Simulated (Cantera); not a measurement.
Mixture: CH4 : C2H6 : C3H8 : O2 : N2 = 1 : 0.11 : 0.037 : 4.15 : 15.6 (molar parts), equivalence ratio 0.62, at 4.84 atm, adiabatic and at constant volume. Ignition delay is the time to a rise of 400 K.

Model: GRI-Mech 3.0 (53 species, 325 reactions), integrated in Cantera.

**Question.** Predict: delay at 1150 K; delay at 1250 K; delay at 1350 K; delay at 1450 K; delay at 1550 K; apparent activation energy between 1450 and 1550 K.

**Answer.** 
```
Quantity                                                 Value
--------------------------------------------------  ----------
delay at 1150 K                                        2.70 ms
delay at 1250 K                                       0.723 ms
delay at 1350 K                                       0.233 ms
delay at 1450 K                                        86.0 µs
delay at 1550 K                                        36.2 µs
apparent activation energy between 1450 and 1550 K  160 kJ/mol
```
